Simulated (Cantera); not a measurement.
Input: 1 mol CsCl, a varied amount of N2, held at 2150 K and 5600 Pa.

These are equilibrium values from Cantera (NASA tables, ideal gas, pure condensed phases), not measurements of a reactor. Candidate condensed phases: Cs, CsCl; 8 gas species. Rates play no part.

x: gas mole fraction; nothing condenses.

| n(N2) (mol) | x N2 | x CsCl | x Cs | x Cl | x Cs2Cl2 | x Cl2 |
|---|---|---|---|---|---|---|
| 2 | 0.665 | 0.330 | 0.00271 | 0.00271 | 6.90e-5 | 2.60e-7 |
| 3.1 | ? | ? | ? | ? | ? | ? |
| 4.8 | 0.826 | 0.170 | 0.00195 | 0.00195 | 1.84e-5 | 1.34e-7 |
| 7.6 | 0.882 | ? | ? | ? | ? | ? |
| 12 | 0.922 | 0.0755 | 0.00130 | 0.00130 | 3.62e-6 | 5.96e-8 |
| 19 | 0.949 | 0.0489 | 0.00105 | 0.00105 | 1.52e-6 | 3.86e-8 |
| 29 | 0.966 | 0.0325 | 0.000852 | 0.000852 | 6.69e-7 | 2.56e-8 |
| 46 | 0.978 | 0.0206 | 0.000678 | 0.000678 | 2.69e-7 | 1.63e-8 |
| 72 | 0.986 | 0.0131 | 0.000542 | 0.000542 | 1.10e-7 | 1.04e-8 |
| 110 | 0.991 | 0.00857 | 0.000438 | 0.000438 | 4.66e-8 | 6.77e-9 |

What belongs in the gaps?


- 3.1, x N2: 0.754
- 3.1, x CsCl: 0.241
- 3.1, x Cs: 0.00232
- 3.1, x Cl: 0.00232
- 3.1, x Cs2Cl2: 3.69e-5
- 3.1, x Cl2: 1.90e-7
- 7.6, x CsCl: 0.114
- 7.6, x Cs: 0.00160
- 7.6, x Cl: 0.00160
- 7.6, x Cs2Cl2: 8.32e-6
- 7.6, x Cl2: 9.04e-8
